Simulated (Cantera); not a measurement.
A closed system holds: 1 mol Zr, 2.9 mol O2, 58 mol H2, at 1925 K.

These are equilibrium values from Cantera (NASA tables, ideal gas, pure condensed phases), not measurements of a reactor. Candidate condensed phases: H2O, Zr, ZrO2; 12 gas species. Equilibrium is a limit: real reactors are often held back by kinetics, nucleation or transport.

**Question.** At 0.100 Pa, list the 4 most abundant gas species with their mole fractions, and the condensed phases.

**Answer.** H 0.583, H2 0.372, H2O 0.0351, O 0.00557. Condensed: ZrO2(tetragonal).
